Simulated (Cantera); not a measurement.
A perfectly stirred reactor is fed with 6.95 % CH4, 14.0 % O2, 76.4 % N2, 2.57 % H2O, equivalence ratio 0.99, at 1500 Torr; it is adiabatic with a 773 K inlet, and is followed from long to short residence time, starting on the burning branch (τ in s: 0.17, 0.071, 0.03, 0.012, 0.0051, 0.0021, 0.00088, 0.00037, 0.00015, 6.3e-05).

Computed with Cantera and GRI-Mech 3.0 (53 species, 325 reactions).

One state of this run: T (K) = 1978; x CH4 = 0.000180; x O2 = 0.0142; x H2O = 0.147; x O = 0.00158; x CH3 = 6.42e-5; x H = 0.00351; x CH2CO = 1.81e-7. x: mole fraction; the columns are a selection and need not sum to one.

Task: Which value of τ (s) does it belong to?
(A) 0.071
(B) 0.00037
(C) 0.00088
(D) 0.0051

Result: B, 0.00037
